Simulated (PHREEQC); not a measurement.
Consider water at 25 °C with 1.4 mol NaCl, 0.064 mol KCl and 0.23 mol MgCl2 per kg of water. Closed to the air; pH follows from the charge balance.

Computed with PHREEQC (Pitzer model, pitzer.dat).

Each row changes one thing in this solution. This is a speciation only: nothing precipitates in the calculation.

```json
[
 {"case": "as made", "MgOH+ (mol/kgw)": "2.84e-7", "SI of Halite (NaCl)": "-1.48", "SI of Sylvite (KCl)": "-2.24"},
 {"case": "temperature from 25 to 40 °C", "MgOH+ (mol/kgw)": "5.27e-7", "SI of Halite (NaCl)": "-1.50", "SI of Sylvite (KCl)": "[?]"},
 {"case": "temperature from 25 to 80 °C", "MgOH+ (mol/kgw)": "[?]", "SI of Halite (NaCl)": "-1.54", "SI of Sylvite (KCl)": "-2.63"},
 {"case": "MgCl2 from 0.23 to 1.15 mol/kgw", "MgOH+ (mol/kgw)": "8.70e-7", "SI of Halite (NaCl)": "[?]", "SI of Sylvite (KCl)": "-1.83"},
 {"case": "temperature from 25 to 50 °C", "MgOH+ (mol/kgw)": "7.71e-7", "SI of Halite (NaCl)": "-1.52", "SI of Sylvite (KCl)": "[?]"}
]
```

**Question.** Complete the blanks.

**Answer.** 
- temperature from 25 to 40 °C, SI of Sylvite (KCl): -2.38
- temperature from 25 to 80 °C, MgOH+ (mol/kgw): 2.13e-6
- MgCl2 from 0.23 to 1.15 mol/kgw, SI of Halite (NaCl): -0.95
- temperature from 25 to 50 °C, SI of Sylvite (KCl): -2.45

Species that the database lacks are ignored. Away from 25 °C the constants follow the database's enthalpies or fits; those with neither stay at their 25 °C values.
